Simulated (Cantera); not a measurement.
What does this Cantera script print?

```python
import numpy as np
import cantera as ct

gas_names = """
    H2S C3H8 CH3
""".split()
cond_names = """
    Ni3S4(s) NiS2(s) NiS2(L)
""".split()


# ... load() reads the species with a 1 bar reference pressure and builds the phases ...
species = {s.name: s for s in load("nasa_gas.yaml", gas_names) + load("nasa_condensed.yaml", cond_names)}
# Each term lists the table entries of one substance; the one whose range holds T is used.
reactions = {
    '2 H2S(g) + Ni3S4 + 4 C3H8(g) = 12 CH3(g) + 3 NiS2':
        [(-2, ['H2S']), (-1, ['Ni3S4(s)']), (-4, ['C3H8']), (12, ['CH3']), (3, ['NiS2(s)', 'NiS2(L)'])],
}


def pick(names, T):
    return next(species[n] for n in names if species[n].thermo.min_temp <= T <= species[n].thermo.max_temp)


results = []
for label, terms in reactions.items():
    print(label)
    print("     T/K   dH/kJ  dS/(J/K)   dG/kJ   log10 K")
    for T in [423, 448, 473, 498, 523, 548, 573, 598]:
        used = [(nu, pick(names, T)) for nu, names in terms]
        dH = sum(nu * s.thermo.h(T) for nu, s in used) / 1e6
        dS = sum(nu * s.thermo.s(T) for nu, s in used) / 1e3
        dG = dH - T * dS / 1e3
        logK = -dG * 1e6 / (ct.gas_constant * T * np.log(10))
        results.append((label, T, dH, dS, dG, logK, [s.name for _, s in used]))
        print(f"{T:8g} {dH:8.1f} {dS:8.1f} {dG:8.1f} {logK:8.2f}")
```

It prints:

```
2 H2S(g) + Ni3S4 + 4 C3H8(g) = 12 CH3(g) + 3 NiS2
     T/K   dH/kJ  dS/(J/K)   dG/kJ   log10 K
     423   2143.8    905.3   1760.8  -217.43
     448   2145.7    909.7   1738.1  -202.65
     473   2147.3    913.3   1715.3  -189.43
     498   2148.7    916.0   1692.5  -177.52
     523   2149.7    918.1   1669.5  -166.74
     548   2150.5    919.6   1646.6  -156.95
     573   2151.0    920.5   1623.6  -148.00
     598   2151.3    921.0   1600.5  -139.80
```

Cantera with NASA thermochemical tables; ideal gases at 1 bar, condensed phases pure. Condensed species are held in their standard states even where they would react or evaporate.
